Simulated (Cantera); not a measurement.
An isothermal, constant-pressure homogeneous reactor starts with NO : N₂ = 1 : 1.3 (molar parts), at 1750 K and 0.0484 atm.

Cantera simulation using GRI-Mech 3.0 (53 species, 325 reactions); the numbers are that mechanism's predictions, not measurements. Radical loss at walls, strong at low pressure, is not modelled.

x: mole fraction; the columns are a selection and need not sum to one.

```tsv
t (s)	x NO	x O	x N₂O	x NO₂	x O₂
0.000600	0.435	7.83e-7	8.07e-7	…	1.94e-9
0.00119	0.435	1.50e-6	1.59e-6	…	7.56e-9
0.00237	0.435	2.81e-6	3.14e-6	…	2.96e-8
0.00471	0.435	5.04e-6	6.10e-6	…	1.19e-7
0.00936	0.435	8.60e-6	1.16e-5	…	5.31e-7
0.0186	0.435	1.40e-5	2.13e-5	…	2.71e-6
0.0370	0.435	2.08e-5	3.61e-5	…	1.39e-5
0.0735	0.435	2.56e-5	5.38e-5	3.00e-5	5.49e-5
0.146	0.434	2.78e-5	6.67e-5	3.25e-5	0.000158
0.290	0.434	2.89e-5	7.05e-5	3.39e-5	0.000379
0.577	0.433	2.99e-5	7.03e-5	3.56e-5	0.000824
1.15	0.431	3.17e-5	6.95e-5	…	0.00171
2.28	0.428	3.50e-5	6.80e-5	…	0.00347
4.53	0.421	4.07e-5	6.52e-5	…	0.00696
9.00	0.407	4.99e-5	6.00e-5	…	0.0138
```

Q: Fill in the missing entries.

A: 
- 0.000600, x NO₂: 3.27e-8
- 0.00119, x NO₂: 1.24e-7
- 0.00237, x NO₂: 4.55e-7
- 0.00471, x NO₂: 1.56e-6
- 0.00936, x NO₂: 4.74e-6
- 0.0186, x NO₂: 1.20e-5
- 0.0370, x NO₂: 2.27e-5
- 1.15, x NO₂: 3.87e-5
- 2.28, x NO₂: 4.42e-5
- 4.53, x NO₂: 5.34e-5
- 9.00, x NO₂: 6.71e-5
